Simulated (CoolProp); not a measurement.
The numbers come from the reference Helmholtz-energy equation of state, Marx 1992 in CoolProp.

Task: For R113, give the phase and the cp (kJ/(kg K)), Joule-Thomson coefficient (K/MPa) at 430.5 K and 0.101 MPa; 465.3 K and 0.101 MPa.

Result: 
- 430.5 K and 0.101 MPa: gas; cp 0.768, Joule-Thomson coefficient 12.2
- 465.3 K and 0.101 MPa: gas; cp 0.789, Joule-Thomson coefficient 10.0
